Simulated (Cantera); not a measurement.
# Thermodynamics of chemical vapour transport, feed Al2O3 + Cl2 + N2

Input: 1 mol Al2O3, a varied amount of Cl2, 3 mol N2, equilibrated at 1425 K and 1000 Pa.

These are equilibrium values from Cantera (NASA tables, ideal gas, pure condensed phases), not measurements of a reactor. Candidate condensed phases: Al, AlCl3, AlN, Al2O3; 24 gas species. Equilibrium is a limit: real reactors are often held back by kinetics, nucleation or transport.

From 0.1 mol Cl2 to 1.1 mol Cl2 the condensed part is Al2O3(s). The main Al-bearing gas is AlCl3 throughout.

```json
[
 {"n(Cl2) (mol)": "0.1", "log p N2": "-2.02", "log p Cl2": "-3.91", "log p Cl": "-3.42", "log p AlCl3": "-5.48", "n Al2O3(s)": "0.999"},
 {"n(Cl2) (mol)": "0.13", "log p N2": "-2.03", "log p Cl2": "-3.76", "log p Cl": "-3.34", "log p AlCl3": "-5.35", "n Al2O3(s)": "0.999"},
 {"n(Cl2) (mol)": "0.16", "log p N2": "-2.03", "log p Cl2": "-3.65", "log p Cl": "-3.29", "log p AlCl3": "-5.25", "n Al2O3(s)": "0.999"},
 {"n(Cl2) (mol)": "0.2", "log p N2": "-2.04", "log p Cl2": "-3.52", "log p Cl": "-3.23", "log p AlCl3": "-5.15", "n Al2O3(s)": "0.999"},
 {"n(Cl2) (mol)": "0.24", "log p N2": "-2.05", "log p Cl2": "-3.43", "log p Cl": "-3.18", "log p AlCl3": "-5.07", "n Al2O3(s)": "0.999"},
 {"n(Cl2) (mol)": "0.3", "log p N2": "-2.06", "log p Cl2": "-3.32", "log p Cl": "-3.12", "log p AlCl3": "-4.97", "n Al2O3(s)": "0.998"},
 {"n(Cl2) (mol)": "0.38", "log p N2": "-2.07", "log p Cl2": "-3.20", "log p Cl": "-3.07", "log p AlCl3": "-4.88", "n Al2O3(s)": "0.998"},
 {"n(Cl2) (mol)": "0.47", "log p N2": "-2.08", "log p Cl2": "-3.11", "log p Cl": "-3.02", "log p AlCl3": "-4.79", "n Al2O3(s)": "0.997"},
 {"n(Cl2) (mol)": "0.59", "log p N2": "-2.10", "log p Cl2": "-3.01", "log p Cl": "-2.97", "log p AlCl3": "-4.71", "n Al2O3(s)": "0.996"},
 {"n(Cl2) (mol)": "0.74", "log p N2": "-2.12", "log p Cl2": "-2.91", "log p Cl": "-2.92", "log p AlCl3": "-4.63", "n Al2O3(s)": "0.995"},
 {"n(Cl2) (mol)": "0.92", "log p N2": "-2.15", "log p Cl2": "-2.83", "log p Cl": "-2.88", "log p AlCl3": "-4.56", "n Al2O3(s)": "0.994"},
 {"n(Cl2) (mol)": "1.1", "log p N2": "-2.17", "log p Cl2": "-2.76", "log p Cl": "-2.85", "log p AlCl3": "-4.50", "n Al2O3(s)": "0.993"}
]
```
log p: log10 of the partial pressure in bar; n: condensed amount in mol.
